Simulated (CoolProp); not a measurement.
Vapour-liquid equilibrium of R125 (1) + R115 (2) at 0.225 bar; x and y are mole fractions of (1).

The numbers come from the multi-fluid Helmholtz-energy mixture model, Lemmon 2005 and Lemmon 2016; pair parameters Bell 2016 in CoolProp.

```
x     bubble temperature, mixture model (°C)  bubble temperature, Raoult's law (°C)  y, mixture model  y, Raoult's law
----  --------------------------------------  -------------------------------------  ----------------  ---------------
0.05                                   -69.9                                  -68.5             0.146            0.073
0.2                                    -73.0                                  -69.6             0.391            0.273
0.35                                   -74.6                                  -70.7             0.517            0.447
0.5                                    -75.3                                  -71.7             0.603            0.601
0.65                                   -75.7                                  -72.6             0.680            0.736
0.8                                    -75.6                                  -73.5             0.774            0.857
0.95                                   -75.0                                  -74.3             0.923            0.966
```

The largest gap from Raoult's law is -3.9 K in bubble temperature, at x = 0.35. y crosses x between x = 0.65 and 0.8: the model has an azeotrope there.

Pair parameters are fitted to limited data, so mixtures are less certain than the pure fluids.
